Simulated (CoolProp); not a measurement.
A single-stage vapour-compression cycle with the fluid: evaporating at 211.15 K (dew point), condensing at 244.15 K (bubble point), superheat 10 K, subcooling 0 K, compressor efficiency 0.7, no pressure losses. The same conditions are run with several fluids, on thermodynamics alone (safety and materials aside).

Model: reference Helmholtz-energy equation of state of each fluid (nitrous oxide: Lemmon 2006; chlorine: Thol 2021; R143a: Lemmon and Jacobsen 2000; propane: Lemmon 2009; C3F8 (R218): Lemmon 2006; R13: Platzer 1990), in CoolProp. The equations of Platzer and Polt are older, rougher fits.

Rank nitrous oxide, chlorine, R143a, propane, C3F8 (R218), R13 by cooling COP, highest first.

propane (3.94), R143a (3.89), C3F8 (R218) (3.79), chlorine (3.71), R13 (3.69), nitrous oxide (3.63)

| fluid | pressure ratio | discharge temperature (K) | refrigerating effect (kJ/kg) | volumetric capacity (kJ/m³) |
|---|---|---|---|---|
| nitrous oxide | 3.45 | 320.7 | 291 | 2910 |
| chlorine | 5.13 | 377.5 | 276 | 262 |
| R143a | 4.70 | 285.6 | 200 | 447 |
| propane | 4.55 | 289.3 | 385 | 360 |
| C3F8 (R218) | 5.17 | 257.6 | 88.8 | 254 |
| R13 | 3.38 | 280.6 | 113 | 1770 |
